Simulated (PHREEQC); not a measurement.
Dissolve 0.0099 mol/kgw HF, 0.00032 mol/kgw NH4HF2 and 0.069 mol/kgw H2SiF6 at 25 °C. Closed to the air; pH follows from the charge balance.

Model: ion-association model, phreeqc.dat, run in PHREEQC.

| quantity | before | after |
|---|---|---|
| pH | 0.96 | 1.25 |
| HF (mol/kgw) | 0.0125 | 0.00867 |
| H4SiO4 (mol/kgw) | 0.000342 | 0.000591 |
| F- (mol/kgw) | 0.000113 | 0.000139 |
| HF2- (mol/kgw) | 5.37e-6 | 4.62e-6 |
| SI of Chalcedony (SiO2) | +0.11 | +0.33 |

Q: Which change was made?
A) NH4HF2 replaced by NH4BF4 at the same molality
B) HF left out
C) temperature from 25 to 40 °C
D) diluted 2-fold with water
E) HF from 0.0099 to 0.00495 mol/kgw

A: D, diluted 2-fold with water

No solid was allowed to form. Some of these states are supersaturated (in Quartz (slow to form), Chalcedony (slow to form), for instance). SiF6-2 is the database's only silicon fluoride.
